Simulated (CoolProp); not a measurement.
A closed Brayton cycle with carbon dioxide: compressor inlet 312.15 K and 8.5 MPa, high pressure 17.4 MPa, turbine inlet 965 K, compressor efficiency 0.8, turbine efficiency 0.85, recuperator effectiveness 0 (on enthalpy, no pinch check). Each further row changes one setting.

Computed with CoolProp (reference Helmholtz-energy equation of state, Span 1996).

```json
[
 {"case": "as stated", "thermal efficiency (%)": "10.1", "net work (kJ/kg)": "83.4", "compressor to turbine work": "0.22", "compressor exit (K)": "353.3", "turbine exit (K)": "874.6"},
 {"case": "turbine inlet 915 K", "thermal efficiency (%)": "10.2", "net work (kJ/kg)": "77.5", "compressor to turbine work": "0.24", "compressor exit (K)": "353.3", "turbine exit (K)": "827.7"},
 {"case": "compressor inlet 322.15 K", "thermal efficiency (%)": "9.7", "net work (kJ/kg)": "73.2", "compressor to turbine work": "0.32", "compressor exit (K)": "379.4", "turbine exit (K)": "874.6"},
 {"case": "high pressure 14.8 MPa", "thermal efficiency (%)": "8.0", "net work (kJ/kg)": "66.4", "compressor to turbine work": "0.21", "compressor exit (K)": "343.8", "turbine exit (K)": "894.5"},
 {"case": "recuperator effectiveness 0.5", "thermal efficiency (%)": "16.3", "net work (kJ/kg)": "83.4", "compressor to turbine work": "0.22", "compressor exit (K)": "353.3", "turbine exit (K)": "874.6"}
]
```
